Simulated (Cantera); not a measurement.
A Cantera script and what it prints.

```python
import numpy as np
import cantera as ct

gas_names = """
    TiCL3 CL
""".split()
cond_names = """
    TiO2(ru) TiO2(L) Ti3O5(a) Ti3O5(b) Ti3O5(L)
""".split()


def load(file, names, dense=False):
    # The tables refer to 1 bar. Condensed volumes are neglected.
    table = {s.name: s for s in ct.Species.list_from_file(file)}
    out = []
    for n in names:
        d = dict(table[n].input_data)
        d["thermo"] = dict(d["thermo"], **{"reference-pressure": 1e5})
        if dense:
            d["equation-of-state"] = {"model": "constant-volume", "density": "1e6 g/cm^3"}
        out.append(ct.Species.from_dict(d))
    return out


species = {s.name: s for s in load("nasa_gas.yaml", gas_names) + load("nasa_condensed.yaml", cond_names)}
# Each term lists the table entries of one substance; the one whose range holds T is used.
reactions = {
    'TiCl3(g) + 5 TiO2 = 3 Cl(g) + 2 Ti3O5':
        [(-1, ['TiCL3']), (-5, ['TiO2(ru)', 'TiO2(L)']), (3, ['CL']), (2, ['Ti3O5(a)', 'Ti3O5(b)', 'Ti3O5(L)'])],
}


def pick(names, T):
    return next(species[n] for n in names if species[n].thermo.min_temp <= T <= species[n].thermo.max_temp)


results = []
for label, terms in reactions.items():
    print(label)
    print("     T/K   dH/kJ  dS/(J/K)   dG/kJ   log10 K")
    for T in [2248, 2348, 2448, 2548, 2648]:
        used = [(nu, pick(names, T)) for nu, names in terms]
        dH = sum(nu * s.thermo.h(T) for nu, s in used) / 1e6
        dS = sum(nu * s.thermo.s(T) for nu, s in used) / 1e3
        dG = dH - T * dS / 1e3
        logK = -dG * 1e6 / (ct.gas_constant * T * np.log(10))
        results.append((label, T, dH, dS, dG, logK, [s.name for _, s in used]))
        print(f"{T:8g} {dH:8.1f} {dS:8.1f} {dG:8.1f} {logK:8.2f}")
```

It prints:

```
TiCl3(g) + 5 TiO2 = 3 Cl(g) + 2 Ti3O5
     T/K   dH/kJ  dS/(J/K)   dG/kJ   log10 K
    2248    837.0    331.4     92.0    -2.14
    2348    838.2    331.9     58.8    -1.31
    2448    839.3    332.4     25.6    -0.55
    2548    840.5    332.9     -7.7     0.16
    2648    841.6    333.3    -41.0     0.81
```

Standard-state values (1 bar) from the NASA 1993 polynomials, evaluated with Cantera. Condensed species are held in their standard states even where they would react or evaporate.
